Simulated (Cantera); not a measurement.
An isothermal, constant-pressure homogeneous reactor starts with CH₄ : H₂ : O₂ = 0.0011 : 1 : 0.0033 (molar parts), equivalence ratio 150, at 2348 K and 1330 Pa.

Computed with Cantera and GRI-Mech 3.0 (53 species, 325 reactions). Radical loss at walls, strong at low pressure, is not modelled.

x: mole fraction; the columns are a selection and need not sum to one.

```json
[
 {"t (s)": "0.000300", "x CH₄": "0.00108", "x H₂": "0.995", "x O₂": "0.00320", "x CH₂O": "3.00e-8", "x H": "0.000428"},
 {"t (s)": "0.000931", "x CH₄": "0.00105", "x H₂": "0.993", "x O₂": "0.00257", "x CH₂O": "1.02e-7", "x H": "0.00220"},
 {"t (s)": "0.00289", "x CH₄": "0.000936", "x H₂": "0.984", "x O₂": "0.000127", "x CH₂O": "2.15e-8", "x H": "0.00818"},
 {"t (s)": "0.00896", "x CH₄": "0.000850", "x H₂": "0.981", "x O₂": "2.97e-10", "x CH₂O": "2.02e-8", "x H": "0.0115"},
 {"t (s)": "0.0278", "x CH₄": "…", "x H₂": "0.973", "x O₂": "8.03e-10", "x CH₂O": "…", "x H": "…"},
 {"t (s)": "0.0863", "x CH₄": "0.000128", "x H₂": "0.962", "x O₂": "2.00e-9", "x CH₂O": "1.29e-8", "x H": "0.0312"},
 {"t (s)": "0.268", "x CH₄": "1.81e-5", "x H₂": "0.946", "x O₂": "3.97e-9", "x CH₂O": "3.46e-9", "x H": "0.0476"},
 {"t (s)": "0.831", "x CH₄": "8.55e-10", "x H₂": "0.917", "x O₂": "9.89e-9", "x CH₂O": "7.99e-12", "x H": "0.0766"},
 {"t (s)": "2.58", "x CH₄": "<1e-12", "x H₂": "0.894", "x O₂": "1.76e-8", "x CH₂O": "5.09e-12", "x H": "0.100"},
 {"t (s)": "8.00", "x CH₄": "<1e-12", "x H₂": "0.892", "x O₂": "1.83e-8", "x CH₂O": "4.95e-12", "x H": "0.102"}
]
```

### Question
What belongs in the gaps?

### Answer

- 0.0278, x CH₄: 0.000567
- 0.0278, x CH₂O: 2.76e-8
- 0.0278, x H: 0.0193
